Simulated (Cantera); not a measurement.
Input (Python, Cantera) and output of one run.

```python
import numpy as np
import cantera as ct

gas_names = [...]  # 151 gases of nasa_gas.yaml made of C, H, N, O, Si
cond_names = """
    C(gr) C6H6(L) C7H8(L) C8H18(L),n-octa H2O(s) H2O(L) Si(cr) Si(L) SiC(b) SiO2(Lqz) SiO2(hqz) SiO2(L)
    Si2N2O(s) Si3N4(a)
""".split()


# ... load() reads the species with a 1 bar reference pressure and builds the phases ...
atoms = {
    'Si3N4': {'Si': 3, 'N': 4},
    'CO2': {'C': 1, 'O': 2},
    'H2': {'H': 2},
}
top_T = {'C(gr)': 4500, 'SiC(b)': 3050, 'Si2N2O(s)': 2100, 'Si3N4(a)': 2400}  # K; cautious upper limits of use, not melting points


# ... equilibrate(T, P, feed) seeds the gas with the atoms and calls Mixture.equilibrate('TP', solver="vcs", rtol=1e-11, max_steps=5000) ...
results = []
feed = {'Si3N4': 1, 'CO2': 0.56, 'H2': 350}  # mol
P = 2.9  # Pa
for T in [1425, 1475, 1525, 1575, 1625, 1675, 1725, 1775, 1825, 1875, 1925, 1975, 2025]:
    mix = equilibrate(T, P, feed)
    results.append((T, P, feed, dict(zip(mix.species_names, mix.species_moles))))

top = {s: max(r[3][s] / sum(r[3][g] for g in gas_names) for r in results) for s in gas_names}
cols = sorted((s for s in top if top[s] > 0.0001), key=lambda s: -top[s])[:6]
seen = [c for c in cond_names if any(r[3].get(c, 0) > 1e-12 for r in results)]
print("log10 of partial pressures in bar; condensed amounts in mol")
print(f"{'T/K':>10s}" + "".join(f"{s[:9]:>10s}" for s in cols + seen))
for T, P, feed, n in results:
    ng = sum(n[g] for g in gas_names)
    print(f"{T:10.4g}" + "".join(f"{np.log10(max(n[s] / ng * P / 1e5, 1e-99)):10.3f}" for s in cols)
          + "".join(f"{n.get(c, 0):10.4g}" for c in seen))
```

It prints:

```
log10 of partial pressures in bar; condensed amounts in mol
       T/K        H2         H        Si        N2       SiO        CO    Si(cr)    SiC(b)
      1425    -4.542    -7.437    -8.793    -6.785    -7.045    -8.737     1.344    0.5375
      1475    -4.543    -7.158    -8.240    -6.785    -7.048    -8.655     1.302    0.5327
      1525    -4.544    -6.898    -7.724    -6.786    -7.050    -8.579     1.148    0.5271
      1575    -4.546    -6.654    -7.241    -6.787    -7.054    -8.508    0.6761    0.5197
      1625    -4.549    -6.426    -6.928    -6.789    -7.074    -8.179         0     0.472
      1675    -4.553    -6.212    -6.812    -6.792    -7.183    -7.603         0     0.238
      1725    -4.559    -6.011    -6.719    -6.795    -7.337    -7.359         0         0
      1775    -4.568    -5.822    -6.718    -6.799    -7.348    -7.356         0         0
      1825    -4.580    -5.646    -6.722    -6.805    -7.356    -7.359         0         0
      1875    -4.597    -5.482    -6.729    -6.813    -7.365    -7.367         0         0
      1925    -4.621    -5.330    -6.740    -6.824    -7.376    -7.377         0         0
      1975    -4.655    -5.191    -6.754    -6.839    -7.391    -7.392         0         0
      2025    -4.699    -5.065    -6.772    -6.857    -7.410    -7.410         0         0
```

Equilibrium computed with Cantera from the NASA thermochemical tables; the gas is ideal and each condensed phase is pure. Mutual solubility and eutectic melting of coexisting phases are not modelled.
